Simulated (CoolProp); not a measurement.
A single-stage vapour-compression cycle with fluoroethane (R161): evaporating at 240.15 K (dew point), condensing at 297.15 K (bubble point), superheat 2 K, subcooling 5 K, compressor efficiency 0.6, no pressure losses. Each further row changes one setting.

Values from CoolProp's reference Helmholtz-energy equation of state, Wu 2012.

```json
[
 {"case": "as stated", "cooling COP": "2.06", "pressure ratio": "7.23", "discharge temperature (K)": "369.9", "refrigerating effect (kJ/kg)": "313", "volumetric capacity (kJ/m³)": "965"},
 {"case": "evaporating temperature 245.15 K", "cooling COP": "2.36", "pressure ratio": "5.84", "discharge temperature (K)": "361.8", "refrigerating effect (kJ/kg)": "317", "volumetric capacity (kJ/m³)": "1200"},
 {"case": "condensing temperature 292.15 K", "cooling COP": "2.32", "pressure ratio": "6.29", "discharge temperature (K)": "360.9", "refrigerating effect (kJ/kg)": "324", "volumetric capacity (kJ/m³)": "1000"},
 {"case": "subcooling 10 K", "cooling COP": "2.14", "pressure ratio": "7.23", "discharge temperature (K)": "369.9", "refrigerating effect (kJ/kg)": "324", "volumetric capacity (kJ/m³)": "1000"},
 {"case": "superheat 12 K", "cooling COP": "2.05", "pressure ratio": "7.23", "discharge temperature (K)": "381.4", "refrigerating effect (kJ/kg)": "324", "volumetric capacity (kJ/m³)": "956"},
 {"case": "compressor efficiency 0.5", "cooling COP": "1.72", "pressure ratio": "7.23", "discharge temperature (K)": "389.1", "refrigerating effect (kJ/kg)": "313", "volumetric capacity (kJ/m³)": "965"}
]
```
